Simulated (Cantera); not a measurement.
# Transport properties of process gases

Gas mixture: 12.1 % N2, 30.0 % C2H4, 29.5 % CH3OH, 28.4 % CO, at 450 Torr, frozen composition.

Cantera's kinetic-theory transport with the Lennard-Jones parameters of GRI-Mech 3.0, ideal gas; thermal conductivity in the mixture-averaged form. Polar gases are described roughly by these parameters. The composition is frozen, though it would react at the higher temperatures.

```csv
T (K),ρ (kg/m³),cp (J/kg/K),μ (µPa s),λ (mW/m/K),Pr,D (cm²/s) H2,D (cm²/s) OH,D (cm²/s) N2
400,0.527,1467,16.1,31.3,0.752,1.89,0.759,0.487
550,0.383,1743,21.1,47.5,0.775,3.26,1.33,0.859
700,0.301,1981,25.7,64.1,0.795,4.90,2.01,1.31
850,0.248,2163,29.9,80.4,0.805,6.79,2.80,1.82
1000,0.211,2329,33.8,96.2,0.818,8.91,3.68,2.40
1150,0.183,2458,37.4,111,0.825,11.2,4.66,3.04
```
D: mixture-averaged diffusion coefficient of that species in the mixture.
